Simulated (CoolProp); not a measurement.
Vapour-liquid equilibrium of propane (1) + R227EA (2) at 8.28 bar; x and y are mole fractions of (1).

Values from CoolProp's multi-fluid Helmholtz-energy mixture model, Lemmon 2009 and Lemmon 2016; pair parameters Bell 2016.

```json
[
 {"x": "0.05", "bubble temperature (K)": "313.8", "y at the bubble point": "0.151", "dew temperature at overall composition x (K)": "317.5", "liquid density (mol/L)": "7.805"},
 {"x": "0.125", "bubble temperature (K)": "307.0", "y at the bubble point": "0.324", "dew temperature at overall composition x (K)": "314.7", "liquid density (mol/L)": "8.090"},
 {"x": "0.2", "bubble temperature (K)": "302.0", "y at the bubble point": "0.444", "dew temperature at overall composition x (K)": "311.9", "liquid density (mol/L)": "8.342"},
 {"x": "0.275", "bubble temperature (K)": "298.3", "y at the bubble point": "0.527", "dew temperature at overall composition x (K)": "309.0", "liquid density (mol/L)": "8.570"},
 {"x": "0.35", "bubble temperature (K)": "295.7", "y at the bubble point": "0.586", "dew temperature at overall composition x (K)": "305.9", "liquid density (mol/L)": "8.787"},
 {"x": "0.425", "bubble temperature (K)": "293.9", "y at the bubble point": "0.630", "dew temperature at overall composition x (K)": "302.8", "liquid density (mol/L)": "9.004"},
 {"x": "0.5", "bubble temperature (K)": "292.7", "y at the bubble point": "0.666", "dew temperature at overall composition x (K)": "299.5", "liquid density (mol/L)": "9.229"},
 {"x": "0.575", "bubble temperature (K)": "291.7", "y at the bubble point": "0.697", "dew temperature at overall composition x (K)": "296.2", "liquid density (mol/L)": "9.473"},
 {"x": "0.65", "bubble temperature (K)": "291.1", "y at the bubble point": "0.728", "dew temperature at overall composition x (K)": "293.2", "liquid density (mol/L)": "9.741"},
 {"x": "0.725", "bubble temperature (K)": "290.6", "y at the bubble point": "0.761", "dew temperature at overall composition x (K)": "291.1", "liquid density (mol/L)": "10.04"},
 {"x": "0.8", "bubble temperature (K)": "290.5", "y at the bubble point": "0.801", "dew temperature at overall composition x (K)": "290.5", "liquid density (mol/L)": "10.36"},
 {"x": "0.875", "bubble temperature (K)": "290.7", "y at the bubble point": "0.853", "dew temperature at overall composition x (K)": "290.9", "liquid density (mol/L)": "10.72"},
 {"x": "0.95", "bubble temperature (K)": "291.6", "y at the bubble point": "0.929", "dew temperature at overall composition x (K)": "291.9", "liquid density (mol/L)": "11.10"}
]
```

y crosses x between x = 0.8 and 0.875: the model has an azeotrope there.

Pair parameters are fitted to limited data, so mixtures are less certain than the pure fluids.
